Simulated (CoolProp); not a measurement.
Vapour-liquid equilibrium of carbon dioxide (1) + R227EA (2) at 253.8 K; x and y are mole fractions of (1).

The numbers come from the multi-fluid Helmholtz-energy mixture model, Span 1996 and Lemmon 2016; pair parameters Bell 2016 in CoolProp.

| x | bubble pressure (MPa) | y at the bubble point | dew pressure at overall composition x (MPa) | liquid density (mol/L) |
|---|---|---|---|---|
| 0.05 | 0.1701 | 0.488 | 0.09344 | 9.468 |
| 0.2 | 0.4250 | 0.812 | 0.1106 | 10.56 |
| 0.35 | 0.6867 | 0.896 | 0.1354 | 11.88 |
| 0.5 | 0.9535 | 0.936 | 0.1740 | 13.50 |
| 0.65 | 1.234 | 0.961 | 0.2432 | 15.54 |
| 0.8 | 1.542 | 0.980 | 0.4025 | 18.21 |
| 0.95 | 1.888 | 0.996 | 1.092 | 21.84 |

No azeotrope shows between x = 0.05 and 0.95.

Pair parameters are fitted to limited data, so mixtures are less certain than the pure fluids.
